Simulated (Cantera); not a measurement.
A closed system holds: 1 mol SiH4, 0.48 mol CO2, a varied amount of N2, 14 mol O2, equilibrated at 573.15 K and 13300 Pa.

Cantera equilibrium calculation (NASA polynomials, part measured and part estimated; ideal gas, pure solids and liquids). Candidate condensed phases: C, C6H6, C7H8, C8H18, H2O, Si, SiC, SiO2, Si2N2O, Si3N4; 151 gas species. Equilibrium is a limit: real reactors are often held back by kinetics, nucleation or transport.

x: gas mole fraction; n: condensed amount in mol.

```json
[
 {"n(N2) (mol)": "2", "x N2": "0.121", "x O2": "0.728", "x H2O": "0.121", "x CO2": "0.0291", "x NO2": "4.28e-8", "n SiO2(α-quartz)": "1.00"},
 {"n(N2) (mol)": "2.9", "x N2": "(withheld)", "x O2": "0.690", "x H2O": "0.115", "x CO2": "0.0276", "x NO2": "4.76e-8", "n SiO2(α-quartz)": "1.00"},
 {"n(N2) (mol)": "4.1", "x N2": "0.221", "x O2": "0.646", "x H2O": "0.108", "x CO2": "0.0258", "x NO2": "5.12e-8", "n SiO2(α-quartz)": "1.00"},
 {"n(N2) (mol)": "5.9", "x N2": "0.289", "x O2": "0.589", "x H2O": "0.0981", "x CO2": "0.0236", "x NO2": "5.35e-8", "n SiO2(α-quartz)": "1.00"},
 {"n(N2) (mol)": "8.5", "x N2": "0.370", "x O2": "0.522", "x H2O": "0.0870", "x CO2": "0.0209", "x NO2": "5.36e-8", "n SiO2(α-quartz)": "1.00"},
 {"n(N2) (mol)": "12", "x N2": "(withheld)", "x O2": "(withheld)", "x H2O": "(withheld)", "x CO2": "(withheld)", "x NO2": "5.15e-8", "n SiO2(α-quartz)": "1.00"},
 {"n(N2) (mol)": "18", "x N2": "0.554", "x O2": "0.369", "x H2O": "0.0616", "x CO2": "0.0148", "x NO2": "4.64e-8", "n SiO2(α-quartz)": "1.00"},
 {"n(N2) (mol)": "25", "x N2": "0.633", "x O2": "0.304", "x H2O": "0.0507", "x CO2": "0.0122", "x NO2": "4.08e-8", "n SiO2(α-quartz)": "1.00"},
 {"n(N2) (mol)": "36", "x N2": "0.713", "x O2": "0.238", "x H2O": "0.0396", "x CO2": "0.00951", "x NO2": "3.39e-8", "n SiO2(α-quartz)": "1.00"},
 {"n(N2) (mol)": "52", "x N2": "0.782", "x O2": "0.181", "x H2O": "0.0301", "x CO2": "0.00722", "x NO2": "2.70e-8", "n SiO2(α-quartz)": "1.00"},
 {"n(N2) (mol)": "75", "x N2": "0.838", "x O2": "0.134", "x H2O": "0.0224", "x CO2": "0.00536", "x NO2": "2.07e-8", "n SiO2(α-quartz)": "1.00"}
]
```

### Question
What belongs in the gaps?

### Answer

- 2.9, x N2: 0.167
- 12, x N2: 0.453
- 12, x O2: 0.453
- 12, x H2O: 0.0755
- 12, x CO2: 0.0181
